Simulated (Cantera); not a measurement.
Input (Python, Cantera) and output of one run.

```python
import numpy as np
import cantera as ct

gas_names = """
    H HI HO2 H2 H2O H2O2 I I2 O OH O2 O3
""".split()
cond_names = """
    H2O(s) H2O(L) I2(cr) I2(L)
""".split()


# ... load() reads the species with a 1 bar reference pressure and builds the phases ...
atoms = {
    'HI': {'H': 1, 'I': 1},
    'O2': {'O': 2},
}
top_T = {}  # K; cautious upper limits of use, not melting points


# ... equilibrate(T, P, feed) seeds the gas with the atoms and calls Mixture.equilibrate('TP', solver="vcs", rtol=1e-11, max_steps=5000) ...
results = []
T = 2900  # K
P = 1000  # Pa
for m in [0.086, 0.11, 0.14, 0.18, 0.23, 0.3, 0.38, 0.49, 0.63, 0.8, 1, 1.3, 1.7]:
    feed = {'HI': 1, 'O2': m}  # mol
    mix = equilibrate(T, P, feed)
    results.append((T, P, feed, dict(zip(mix.species_names, mix.species_moles))))

top = {s: max(r[3][s] / sum(r[3][g] for g in gas_names) for r in results) for s in gas_names}
cols = sorted((s for s in top if top[s] > 0.001), key=lambda s: -top[s])[:6]
seen = [c for c in cond_names if any(r[3].get(c, 0) > 1e-12 for r in results)]
print("log10 of partial pressures in bar; condensed amounts in mol")
print(f"{'n(O2)':>10s}" + "".join(f"{s[:9]:>10s}" for s in cols + seen))
for T, P, feed, n in results:
    ng = sum(n[g] for g in gas_names)
    print(f"{feed['O2']:10.4g}" + "".join(f"{np.log10(max(n[s] / ng * P / 1e5, 1e-99)):10.3f}" for s in cols)
          + "".join(f"{n.get(c, 0):10.4g}" for c in seen))
```

It prints:

```
log10 of partial pressures in bar; condensed amounts in mol
     n(O2)         I         O         H        O2        H2        OH
     0.086    -2.285    -3.314    -2.498    -4.428    -3.117    -3.726
      0.11    -2.292    -3.217    -2.510    -4.233    -3.142    -3.641
      0.14    -2.300    -3.124    -2.525    -4.047    -3.171    -3.563
      0.18    -2.311    -3.030    -2.544    -3.861    -3.208    -3.488
      0.23    -2.325    -2.944    -2.565    -3.687    -3.251    -3.422
       0.3    -2.344    -2.855    -2.593    -3.510    -3.306    -3.362
      0.38    -2.365    -2.782    -2.621    -3.364    -3.363    -3.317
      0.49    -2.393    -2.710    -2.656    -3.219    -3.433    -3.279
      0.63    -2.426    -2.645    -2.695    -3.089    -3.511    -3.253
       0.8    -2.463    -2.589    -2.737    -2.978    -3.594    -3.239
         1    -2.503    -2.543    -2.779    -2.886    -3.680    -3.236
       1.3    -2.557    -2.495    -2.835    -2.790    -3.790    -3.243
       1.7    -2.620    -2.453    -2.896    -2.706    -3.914    -3.263
```

Equilibrium computed with Cantera from the NASA thermochemical tables; the gas is ideal and each condensed phase is pure.
